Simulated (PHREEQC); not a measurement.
Hard or scaling water: an equilibrium model

Dissolve 0.0029 mol/kgw CaSO4, 0.00012 mol/kgw Na2SO4 and 3.3e-05 mol/kgw MgSO4 at 25 °C. Closed to the air; pH follows from the charge balance.

Computed with PHREEQC (ion-association model, wateq4f.dat).

- ionic strength = 0.00993 mol/kgw

```tsv
species	molality	activity	log γ
SO4-2	0.00251	0.00168	-0.175
Ca+2	0.00237	0.00159	-0.173
CaSO4	0.000531	0.000533	0.001
Na+	0.000238	0.000215	-0.044
Mg+2	2.61e-5	1.76e-5	-0.170
MgSO4	6.92e-6	6.93e-6	0.001
NaSO4-	2.00e-6	1.81e-6	-0.043
OH-	1.17e-7	1.06e-7	-0.046
H+	1.04e-7	9.47e-8	-0.039
HSO4-	1.71e-8	1.55e-8	-0.044
CaOH+	3.07e-9	2.79e-9	-0.042
```

This is a speciation only: nothing precipitates in the calculation.
